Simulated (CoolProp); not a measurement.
Vapour-liquid equilibrium of n-octane (1) + o-xylene (2) at 0.0942 MPa; x and y are mole fractions of (1).

The numbers come from the multi-fluid Helmholtz-energy mixture model, Beckmüller 2019 and Zhou 2012; pair parameters Bell 2016 in CoolProp.

| x | bubble temperature (°C) | y at the bubble point | dew temperature at overall composition x (°C) | liquid density (mol/L) |
|---|---|---|---|---|
| 0.05 | 140.2 | 0.084 | 140.8 | 7.157 |
| 0.15 | 137.6 | 0.232 | 139.1 | 6.933 |
| 0.25 | 135.3 | 0.360 | 137.3 | 6.719 |
| 0.35 | 133.2 | 0.472 | 135.5 | 6.513 |
| 0.45 | 131.3 | 0.573 | 133.7 | 6.316 |
| 0.55 | 129.6 | 0.664 | 131.8 | 6.127 |
| 0.65 | 128.0 | 0.747 | 129.9 | 5.947 |
| 0.75 | 126.5 | 0.825 | 127.9 | 5.774 |
| 0.85 | 125.0 | 0.898 | 126.0 | 5.608 |
| 0.95 | 123.7 | 0.967 | 124.0 | 5.449 |

No azeotrope shows between x = 0.05 and 0.95.

Pair parameters are fitted to limited data, so mixtures are less certain than the pure fluids.
